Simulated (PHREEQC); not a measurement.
Solution (30 °C): 18 mmol/kgw MgCl2, 31 mmol/kgw NaHCO3 and 85 mmol/kgw MgSO4. Closed to the air; pH follows from the charge balance.

The numbers come from PHREEQC with the Pitzer model, pitzer.dat.

Each row changes one thing in this solution. No solid was allowed to form.

```tsv
case	pH	HCO3- (mol/kgw)	CO2 (mol/kgw)	MgCO3 (mol/kgw)	CO3-2 (mol/kgw)	MgOH+ (mol/kgw)	SI of Magnesite (MgCO3)	SI of Epsomite (MgSO4:7H2O)
as made	7.57	0.0291	0.000932	0.000620	0.000307	2.79e-6	+1.69	-1.84
MgCl2 from 0.018 to 0.036 mol/kgw	7.53	0.0290	0.000983	0.000657	0.000322	2.96e-6	+1.71	-1.81
temperature from 30 to 75 °C	7.39	0.0285	0.00128	0.000900	0.000325	4.29e-5	+1.69	-2.25
diluted 5-fold with water	7.81	0.00592	0.000144	9.56e-5	4.57e-5	1.40e-6	+0.87	-2.63
diluted 10-fold with water	7.90	0.00298	6.39e-5	3.91e-5	2.24e-5	1.01e-6	+0.48	-3.02
```

Some of these states are supersaturated (in Magnesite (slow to form), for instance). Away from 25 °C the constants follow the database's enthalpies or fits; those with neither stay at their 25 °C values.
